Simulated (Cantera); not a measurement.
# Gas-phase reforming

A perfectly stirred reactor is fed with CH4 : H2O = 4.6 : 4 (molar parts), at 5.80 bar; it is held at 1700 K, and followed from long to short residence time.

Detailed kinetics in Cantera: GRI-Mech 3.0 (53 species, 325 reactions).

```csv
τ (s),x CH4,x H2O,x C2H,x CH2CO,x H2,x CH2
0.84,0.0780,0.130,1.95e-8,9.34e-6,0.594,1.58e-8
0.29,0.0909,0.186,2.96e-8,1.80e-5,0.542,2.42e-8
0.10,0.109,0.246,4.01e-8,3.05e-5,0.482,3.58e-8
0.035,0.141,0.301,4.62e-8,4.25e-5,0.416,4.82e-8
0.012,0.200,0.348,4.46e-8,4.78e-5,0.336,5.92e-8
0.0041,0.285,0.386,3.54e-8,4.33e-5,0.244,6.95e-8
0.0014,0.377,0.419,2.19e-8,2.94e-5,0.149,8.16e-8
0.00049,0.453,0.445,8.98e-9,1.20e-5,0.0724,9.37e-8
0.00017,0.502,0.459,1.68e-9,1.78e-6,0.0255,9.36e-8
```
x: mole fraction; the columns are a selection and need not sum to one.
